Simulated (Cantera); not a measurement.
A freely propagating, adiabatic, planar premixed flame of H2 : O2 : N2 = 1 : 0.658 : 2.76 (molar parts), equivalence ratio 0.76, unburnt at 400 K and 3750 Torr; mixture-averaged transport, grid criteria slope 0.08 and curve 0.16, no radiation.

Computed with Cantera and the H2/O2 subset of GRI-Mech 3.0, which has no nitrogen chemistry. The hydrogen kinetics of GRI-Mech 3.0 are dated; newer H2 mechanisms differ, most at raised pressure. Burning velocities carry a grid error of a few per cent, more on coarse grids.

Problem. How do the results move with these cheaper or finer settings: unity-Lewis-number transport; multicomponent transport; multicomponent+Soret transport; grid criteria slope 0.5, curve 1; grid criteria slope 0.25, curve 0.5; grid criteria slope 0.03, curve 0.06?

Solution. 
```
setting                               laminar burning velocity  thermal thickness  peak x(O)  peak x(HO2)  grid points
------------------------------------  ------------------------  -----------------  ---------  -----------  -----------
as above                                              121 cm/s          0.0654 mm    0.00351     0.000799          108
unity-Lewis-number transport                          168 cm/s          0.0483 mm    0.00595     0.000663          105
multicomponent transport                              122 cm/s          0.0641 mm    0.00356     0.000803          108
multicomponent+Soret transport                        115 cm/s          0.0650 mm    0.00349     0.000776          111
grid criteria slope 0.5, curve 1                      129 cm/s          0.0758 mm    0.00339     0.000761           33
grid criteria slope 0.25, curve 0.5                   126 cm/s          0.0690 mm    0.00352     0.000788           49
grid criteria slope 0.03, curve 0.06                  128 cm/s          0.0627 mm    0.00372     0.000827          261
```
Unity Lewis numbers drop preferential diffusion, which matters most where H2 and H carry the flame; Soret adds thermal diffusion.
